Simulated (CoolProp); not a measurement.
Toluene at 385.74 K and 0.0215 MPa flows at 0.11 m/s in a round tube of 2 mm bore and 1.5 µm roughness, fully developed (64/Re and Nu = 3.66 if laminar; Colebrook and Gnielinski if turbulent). Each further row changes one setting.

Model: reference Helmholtz-energy equation of state, Lemmon 2006, in CoolProp. It is a short technical equation, of lower accuracy than the large ones.

| case | Reynolds number | Darcy friction factor | pressure drop (Pa/m) | heat-transfer coefficient (W/(m² K)) | mass flow (kg/h) |
|---|---|---|---|---|---|
| as stated | 15.4 | 4.16 | 7.84 | 33.1 | 0.000775 |
| velocity 0.22 m/s | 30.8 | 2.08 | 15.7 | 33.1 | 0.00155 |
| diameter 4 mm | 30.8 | 2.08 | 1.96 | 16.5 | 0.00310 |

Viscosity comes from a separate model (Avgeri 2015). Thermal conductivity comes from a separate model (Assael 2012).
